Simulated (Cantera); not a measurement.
A closed system holds: 1 mol Si, 0.017 mol H2O, 190 mol H2, held at 900 K and 6.30 Pa.

Cantera equilibrium calculation (NASA polynomials, part measured and part estimated; ideal gas, pure solids and liquids). Candidate condensed phases: H2O, Si, SiO2; 18 gas species. The numbers say what is thermodynamically allowed, not how fast it happens.

Base state: H2 1.00 (mole fractions); condensed: Si(s) + SiO2(β-quartz).

### Question
What changes in the equilibrium state with this change: temperature from 900 K to 1373 K?

### Answer
```
species               before     after
-------------------  -------  --------
H2                      1.00     0.999
H                    1.47e-8  0.000419
SiO                  7.91e-8   8.94e-5
Si(s), mol             0.991     0.982
SiO2(β-quartz), mol  0.00849         0
```
